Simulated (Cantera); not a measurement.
A jet of 3.12 % CH4, 14.6 % O2, 82.3 % N2, equivalence ratio 0.43 at 300 K and 82.5 Torr hits a platinum plate 4.2 cm away at a mass flux of 0.17 kg/m²/s; the plate temperature is set and raised in steps from an oxygen-covered start.

Model: Deutschmann's 1995 Pt surface mechanism with GRI-Mech 3.0 gas chemistry, integrated in Cantera. Catalytic surfaces can have several steady states; this one follows from the mechanism file's or the stated starting coverage.

One state of this run: wall x CH4 = 0.0128; wall x O2 = 0.107; wall x H2O = 0.0342; wall x OH = 5.34e-7; wall x CO = 1.16e-5; wall x CO2 = 0.0224; θ free Pt = 0.387; θ O* = 0.612; θ OH* = 0.00114. x: mole fraction at the wall; θ: surface coverage.

Problem. Which value of plate T (K) does it belong to?
(A) 950
(B) 1050
(C) 1000
(D) 1100

Solution. B, 1050
